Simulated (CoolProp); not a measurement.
Values from CoolProp's reference Helmholtz-energy equation of state, Zhou 2011.

Problem. For dimethyl carbonate, give the phase and the speed of sound (m/s), Joule-Thomson coefficient (K/MPa) at 200.65 °C and 169 kPa; 22.35 °C and 97.3 kPa.

Solution. 
- 200.65 °C and 169 kPa: gas; speed of sound 212, Joule-Thomson coefficient 10.4
- 22.35 °C and 97.3 kPa: liquid; speed of sound 1210, Joule-Thomson coefficient -0.325
